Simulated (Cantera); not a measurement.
FeS₂ + O₂ + N₂ + SO₂ (roasting and sulfation)

Charge: 1 mol FeS₂, 0.44 mol O₂, 13 mol N₂, 0.32 mol SO₂, at 975 K and 0.820 bar.

Method: chemical equilibrium by Gibbs-energy minimisation in Cantera with the NASA 1993 tables (ideal gas, pure condensed phases). Candidate condensed phases: Fe, FeO, FeS, FeSO₄, FeS₂, Fe₂O₃, Fe₂(SO₄)₃, Fe₃O₄, S; 19 gas species. FeS: taken at fixed stoichiometry. Gases not in the tables: S₃ to S₇. Kinetics and transport are ignored.

x(N₂): 0.926
x(SO₂): 0.0538
x(S₂): 0.0194
x(S₂O): 0.000677
x(SO): 4.12e-6
n(FeS(s)): 1.00 mol
gas amount: 14.04 mol
log10 activity of S(l) (absent): -1.19
log10 activity of Fe(α) (absent): -4.40
